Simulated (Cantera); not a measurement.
Input: 1 mol SiCl₄, 14 mol NH₃, 15 mol H₂, equilibrated at 1425 K and 1100 Pa.

Cantera equilibrium calculation (NASA polynomials, part measured and part estimated; ideal gas, pure solids and liquids). Candidate condensed phases: NH₄Cl, Si, Si₃N₄; 28 gas species. The tables' values for SiCl₃ are old estimates; treat these amounts as uncertain. Rates play no part.

Base state: H₂ 0.767, N₂ 0.143, HCl 0.0879, SiCl₂ 0.00104, H 5.70e-5, SiCl₃ 4.54e-5 (mole fractions); condensed: Si₃N₄(s).

### Question
What changes in the equilibrium state with this change: temperature from 1425 K to 1023.15 K?

### Answer
| species | before | after |
|---|---|---|
| H₂ | 0.767 | 0.767 |
| N₂ | 0.143 | 0.143 |
| HCl | 0.0879 | 0.0901 |
| SiCl₂ | 0.00104 | 1.76e-7 |
| SiCl₄ | 7.78e-6 | 2.51e-5 |
| H | 5.70e-5 | 3.47e-8 |
| SiCl₃ | 4.54e-5 | 4.58e-7 |
| Si₃N₄(s), mol | 0.317 | 0.333 |

### Question
What changes in the equilibrium state with this change: temperature from 1425 K to 1573 K?

### Answer
```
species         before     after
-------------  -------  --------
H₂               0.767     0.770
N₂               0.143     0.146
HCl             0.0879    0.0771
SiCl₂          0.00104   0.00620
H              5.70e-5  0.000340
Cl             5.34e-6   2.71e-5
SiCl₃          4.54e-5   9.11e-5
Si₃N₄(s), mol    0.317     0.240
```

### Question
What changes in the equilibrium state with this change: temperature from 1425 K to 825 K?

### Answer
```json
[
 {"species": "H₂", "before": "0.767", "after": "0.767"},
 {"species": "N₂", "before": "0.143", "after": "0.143"},
 {"species": "HCl", "before": "0.0879", "after": "0.0900"},
 {"species": "SiCl₂", "before": "0.00104", "after": "<1e-9"},
 {"species": "SiCl₄", "before": "7.78e-6", "after": "6.53e-5"},
 {"species": "H", "before": "5.70e-5", "after": "<1e-9"},
 {"species": "SiCl₃", "before": "4.54e-5", "after": "8.46e-9"},
 {"species": "Si₃N₄(s), mol", "before": "0.317", "after": "0.332"}
]
```
